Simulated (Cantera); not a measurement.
A freely propagating, adiabatic, planar premixed flame of CH4 : C2H6 : O2 : N2 = 1 : 1.5 : 9.06 : 34.1 (molar parts), equivalence ratio 0.80, unburnt at 350 K and 180000 Pa; mixture-averaged transport, grid criteria slope 0.08 and curve 0.16, no radiation.

Model: GRI-Mech 3.0 (53 species, 325 reactions), integrated in Cantera. Burning velocities carry a grid error of a few per cent, more on coarse grids.

Question: Predict: laminar burning velocity; thermal thickness; peak x(C2H2); peak x(OH); peak x(CH2).

Answer: 
```
Quantity                     Result
------------------------  ---------
laminar burning velocity  33.8 cm/s
thermal thickness          0.281 mm
peak x(C2H2)               0.000227
peak x(OH)                  0.00584
peak x(CH2)                 1.89e-5
```
